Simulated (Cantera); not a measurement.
An adiabatic, constant-volume homogeneous reactor starts with CH₄ : C₂H₆ : C₃H₈ : O₂ : N₂ = 1 : 0.13 : 0.031 : 3.11 : 11.7 (molar parts), equivalence ratio 0.84, at 1000 K and 10.0 bar. Integrator tolerance rtol = 1e-08.

Cantera simulation using GRI-Mech 3.0 (53 species, 325 reactions); the numbers are that mechanism's predictions, not measurements.

### Question
What does this change do: pressure from 10.0 bar to 1.01 bar?

### Answer
```csv
quantity,before,after
time of steepest temperature rise,20.4 ms,92.9 ms
temperature at 2.00 s,2817 K,2693 K
equilibrium temperature,2817 K,2693 K
x(CH₄) at 2.00 s,<1e-12 (gas-phase equilibrium <1e-12),<1e-12 (gas-phase equilibrium <1e-12)
x(C₂H₆) at 2.00 s,<1e-12 (gas-phase equilibrium <1e-12),<1e-12 (gas-phase equilibrium <1e-12)
x(C₃H₈) at 2.00 s,<1e-12 (gas-phase equilibrium <1e-12),<1e-12 (gas-phase equilibrium <1e-12)
x(C₂H₄) at 2.00 s,<1e-12 (gas-phase equilibrium <1e-12),<1e-12 (gas-phase equilibrium <1e-12)
x(CH₂) at 2.00 s,<1e-12 (gas-phase equilibrium <1e-12),<1e-12 (gas-phase equilibrium <1e-12)
```
